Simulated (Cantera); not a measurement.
Charge: 1 mol BCl₃, 2 mol H₂O, at 1000 Pa.

Method: chemical equilibrium by Gibbs-energy minimisation in Cantera with the NASA 1993 tables (ideal gas, pure condensed phases). Candidate condensed phases: B, B₂O₃, B₃O₃H₃, H₂O; 33 gas species. Gases not in the tables: H₃BO₃. Kinetics and transport are ignored.

Q: Which condensed phases are stable at each of these points (T (°C)): 650, 750, 850, 950, 1050, 1150, 1250, 1350, 1450, 1550, 1650?

A: 
```csv
T (°C),condensed phases,B condensed (%)
650,B₂O₃(l),99.8
750,B₂O₃(l),99.8
850,B₂O₃(l),99.6
950,B₂O₃(l),98.4
1050,B₂O₃(l),94.7
1150,B₂O₃(l),85.1
1250,B₂O₃(l),64.2
1350,B₂O₃(l),22.2
1450,gas only,0.0
1550,gas only,0.0
1650,gas only,0.0
```

From 650 °C to 1350 °C the condensed part is B₂O₃(l). From 1450 °C to 1650 °C nothing is condensed.
